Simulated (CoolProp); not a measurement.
Values from CoolProp's reference Helmholtz-energy equation of state, Akasaka 2020.

Problem. For R1123, give the phase and the density (kg/m³), cv (kJ/(kg K)), Joule-Thomson coefficient (K/MPa), isothermal compressibility (1/MPa) at 306.5 K and 3.33 MPa; 306.5 K and 10 MPa.

Solution. 
- 306.5 K and 3.33 MPa: liquid; density 960, cv 0.888, Joule-Thomson coefficient 0.753, isothermal compressibility 0.0195
- 306.5 K and 10 MPa: liquid; density 1040, cv 0.871, Joule-Thomson coefficient 0.200, isothermal compressibility 0.00840
